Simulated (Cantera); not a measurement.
## Stirred combustor or abatement burner

A perfectly stirred reactor is fed with CO : H2 : O2 : N2 : H2O = 1 : 0.77 : 2.06 : 7.74 : 0.41 (molar parts), at 1.01 bar; it is adiabatic with a 650 K inlet, and is followed from long to short residence time, starting on the burning branch (τ in s: 0.058, 0.025, 0.011, 0.0046, 0.002, 0.00086, 0.00037, 0.00016, 6.9e-05, 2.9e-05).

Detailed kinetics in Cantera: GRI-Mech 3.0 (53 species, 325 reactions).

```csv
τ (s),T (K),x CO,x H2,x O2,x NO,x H2O,x OH
0.058,1790,0.000764,0.000160,0.106,2.37e-5,0.105,0.00164
0.025,1781,0.00132,0.000275,0.106,1.96e-5,0.105,0.00212
0.011,1768,0.00224,0.000463,0.106,1.57e-5,0.104,0.00270
0.0046,1744,0.00389,0.000793,0.106,1.23e-5,0.103,0.00339
0.0020,1709,0.00647,0.00129,0.107,1.04e-5,0.102,0.00407
0.00086,1654,0.0107,0.00203,0.108,9.52e-6,0.100,0.00459
0.00037,1569,0.0182,0.00306,0.112,8.34e-6,0.0976,0.00465
0.00016,1427,0.0334,0.00490,0.119,4.81e-6,0.0945,0.00374
6.9e-5,650,0.0835,0.0643,0.172,<1e-12,0.0342,<1e-12
2.9e-5,650,0.0835,0.0643,0.172,<1e-12,0.0342,<1e-12
```
x: mole fraction; the columns are a selection and need not sum to one.
